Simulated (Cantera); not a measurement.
Cantera with NASA thermochemical tables; ideal gases at 1 bar, condensed phases pure. Values are per mole of reaction as written; species without (g) are pure solids or liquids, kept so even where they would boil at 1 bar.

Problem. Between 300 and 900 K, where is each reaction favourable under standard conditions?
- 2 H(g) + Li₂O ⇌ 2 Li + H₂O(g)

Solution. 
- 2 H(g) + Li₂O ⇌ 2 Li + H₂O(g): ΔG° is -73 kJ at 300 K and -60 kJ at 900 K; it stays negative (K > 1). ΔH° is -85 kJ and ΔS° -28 J/K at 900 K.
